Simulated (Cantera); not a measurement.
**Equilibrium for carbon deposition, reforming and gasification: C₂H₆ + H₂O + O₂**

Charge: 1 mol C₂H₆, 0.043 mol H₂O, 0.12 mol O₂, equilibrated at 750 K and 72000 Pa.

Method: chemical equilibrium by Gibbs-energy minimisation in Cantera with the NASA 1993 tables (ideal gas, pure condensed phases). Candidate condensed phases: C, C₆H₆, C₇H₈, C₈H₁₈, H₂O; 110 gas species. Kinetics and transport are ignored.

```json
{
 "x(CH₄)": "0.438",
 "x(H₂)": "0.436",
 "x(H₂O)": "0.116",
 "x(CO₂)": "0.00656",
 "x(CO)": "0.00405",
 "x(C₂H₆)": "4.30e-6",
 "n(C(graphite))": "1.04 mol",
 "gas_amount": "2.132 mol"
}
```
